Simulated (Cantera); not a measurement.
Mixture: 5.68 % CH₃OH, 19.4 % O₂, 72.7 % N₂, 2.27 % H₂O, equivalence ratio 0.44, at 5.00 bar, adiabatic and at constant volume. Ignition delay is the time to a rise of 400 K.

Detailed kinetics in Cantera: GRI-Mech 3.0 (53 species, 325 reactions). GRI-Mech 3.0 was tuned for natural gas; its chemistry of methanol as a main component is partial and can be far from experiment.

Task: Predict: delay at 1100 K; delay at 1200 K; delay at 1300 K; delay at 1400 K; delay at 1500 K; apparent activation energy between 1450 and 1550 K.

Result: 
```json
{
  "delay at 1100 K": "17.4 ms",
  "delay at 1200 K": "2.75 ms",
  "delay at 1300 K": "0.595 ms",
  "delay at 1400 K": "0.169 ms",
  "delay at 1500 K": "59.7 µs",
  "apparent activation energy between 1450 and 1550 K": "180 kJ/mol"
}
```
